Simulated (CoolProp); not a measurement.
200 sccm (0 °C, 1 atm) of nitrogen bubbles through liquid ethanol at 281.6 K and leaves saturated at a total pressure of 0.0328 MPa (ideal gas phase). Each further row changes one setting.

Computed with CoolProp (reference Helmholtz-energy equation of state, Schroeder 2014).

```csv
case,vapour pressure (kPa),mole fraction of vapour,delivery (mg/min),delivery (sccm),change of delivery for a bath 1 K warmer (%)
as stated,2.85,0.0867,39.0,19.0,7.5
bath temperature 286.6 K,3.93,0.120,55.9,27.2,7.4
total pressure 0.0656 MPa,2.85,0.0434,18.6,9.07,7.1
```
